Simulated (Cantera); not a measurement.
Mixture: CH₄ : O₂ : N₂ = 1 : 2.27 : 8.55 (molar parts), equivalence ratio 0.88, at 0.970 bar, adiabatic and at constant volume. Ignition delay is the time to a rise of 400 K.

Detailed kinetics in Cantera: GRI-Mech 3.0 (53 species, 325 reactions).

### Question
What does this change do: constant pressure in place of constant volume?

### Answer
| quantity | before | after |
|---|---|---|
| delay at 1100 K | 0.194 s | 0.201 s |
| delay at 1200 K | 42.3 ms | 44.1 ms |
| delay at 1300 K | 10.8 ms | 11.3 ms |
| delay at 1400 K | 3.17 ms | 3.34 ms |
| delay at 1500 K | 1.09 ms | 1.15 ms |
| apparent activation energy between 1450 and 1550 K | 180 kJ/mol | 180 kJ/mol |
